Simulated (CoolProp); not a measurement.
Vapour-liquid equilibrium of n-pentane (1) + acetone (2) at 0.0491 MPa; x and y are mole fractions of (1).

Model: multi-fluid Helmholtz-energy mixture model, Thol 2019 and Lemmon 2006; pair parameters Bell 2016, in CoolProp.

```tsv
x	bubble temperature (°C)	y at the bubble point	dew temperature at overall composition x (°C)	liquid density (mol/L)
0.05	27.7	0.324	35.2	13.08
0.15	19.1	0.567	32.6	12.53
0.25	15.8	0.648	29.9	11.95
0.35	14.4	0.682	26.9	11.39
0.45	13.9	0.698	23.5	10.87
0.55	13.6	0.710	19.8	10.39
0.65	13.4	0.723	15.7	9.965
0.75	13.3	0.746	13.3	9.577
0.85	13.6	0.794	14.2	9.224
0.95	14.8	0.899	15.6	8.893
```

y crosses x between x = 0.65 and 0.75: the model has an azeotrope there.

Pair parameters are fitted to limited data, so mixtures are less certain than the pure fluids. With so large a gap from Raoult's law the liquid may split in two, which this calculation doesn't test in full.
